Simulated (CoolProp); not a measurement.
Model: reference Helmholtz-energy equation of state, Jacobsen 1992, in CoolProp.

Question: Give the vapour pressure (MPa), vapour density (kg/m³), enthalpy of vaporisation (kJ/kg), surface tension (mN/m) of saturated R11 at -7.15, 2.65 °C.

Answer: 
```json
[
 {"T (°C)": "-7.15", "p (MPa)": "0.0293", "vapour density (kg/m³)": "1.85", "enthalpy of vaporisation (kJ/kg)": "192", "surface tension (mN/m)": "22.0"},
 {"T (°C)": "2.65", "p (MPa)": "0.0450", "vapour density (kg/m³)": "2.75", "enthalpy of vaporisation (kJ/kg)": "189", "surface tension (mN/m)": "20.7"}
]
```

Surface tension comes from a separate correlation (Mulero 2012).
